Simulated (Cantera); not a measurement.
# Adiabatic ignition

An adiabatic, constant-pressure homogeneous reactor starts with 6.22 % CH₄, 19.7 % O₂, 74.1 % N₂, at 1398 K and 1.00 bar.

Cantera simulation using GRI-Mech 3.0 (53 species, 325 reactions); the numbers are that mechanism's predictions, not measurements.

```tsv
t (s)	T (K)	x CH₄	x O₂	x CH₂	x C₂H	x C₂H₄
2.00e-6	1398	0.0622	0.197	<1e-12	<1e-12	<1e-12
4.85e-6	1398	0.0622	0.197	<1e-12	<1e-12	<1e-12
1.18e-5	1398	0.0622	0.197	<1e-12	<1e-12	<1e-12
2.85e-5	1398	0.0622	0.197	<1e-12	<1e-12	7.12e-12
6.91e-5	1398	0.0622	0.197	<1e-12	<1e-12	1.38e-10
0.000168	1398	0.0622	0.197	1.16e-12	<1e-12	3.36e-9
0.000406	1398	0.0622	0.197	1.95e-11	<1e-12	1.31e-7
0.000985	1399	0.0619	0.197	2.68e-10	<1e-12	5.42e-6
0.00239	1421	0.0576	0.194	9.82e-9	<1e-12	0.000235
0.00579	2505	<1e-12	0.0712	<1e-12	<1e-12	<1e-12
0.0140	2498	<1e-12	0.0689	<1e-12	<1e-12	<1e-12
0.0340	2492	<1e-12	0.0669	<1e-12	<1e-12	<1e-12
0.0825	2491	<1e-12	0.0666	<1e-12	<1e-12	<1e-12
0.200	2491	<1e-12	0.0665	<1e-12	<1e-12	<1e-12
```
x: mole fraction; the columns are a selection and need not sum to one.

| Item | Result |
|---|---|
| time of steepest temperature rise | 2.86 ms |
| temperature at 0.200 s | 2491 K |
| equilibrium temperature | 2491 K |
| x(CH₄) at 0.200 s | <1e-12 (gas-phase equilibrium <1e-12) |
| x(O₂) at 0.200 s | 0.0665 (gas-phase equilibrium 0.0665) |
| x(CH₂) at 0.200 s | <1e-12 (gas-phase equilibrium <1e-12) |
